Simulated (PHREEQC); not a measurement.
A solution holds 0.015 mmol/kgw NH3 and 0.017 mmol/kgw H3BO3, at 25 °C. Closed to the air; pH follows from the charge balance.

Computed with PHREEQC (ion-association model, phreeqc.dat).

```
Quantity                   Result
----------------  ---------------
pH                           8.80
ionic strength    1.10e-5 mol/kgw
total alkalinity    0.0150 meq/kg
```

```csv
species,molality,activity,log γ
H3BO3,1.24e-5,1.24e-5,0.000
NH4+,1.10e-5,1.10e-5,-0.002
OH-,6.46e-6,6.43e-6,-0.002
H2BO3-,4.57e-6,4.55e-6,-0.002
NH3,3.98e-6,3.98e-6,0.000
H+,1.58e-9,1.57e-9,-0.002
```

No solid was allowed to form.
